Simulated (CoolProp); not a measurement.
Vapour-liquid equilibrium of carbon monoxide (1) + methane (2) at 99.6 K; x and y are mole fractions of (1).

The numbers come from the multi-fluid Helmholtz-energy mixture model, Lemmon 2006 and Setzmann 1991; pair parameters Kunz 2012 in CoolProp.

Problem. Give the bubble pressure and the first vapour's composition at x = 0.425, 0.575, 0.65. Is there an azeotrope?

Solution. x = 0.425: 0.2821 MPa, y = 0.922; x = 0.575: 0.3507 MPa, y = 0.948; x = 0.65: 0.3810 MPa, y = 0.958. No azeotrope shows between x = 0.05 and 0.95.

The pair parameters rest on a limited set of measurements; away from them the model extrapolates.
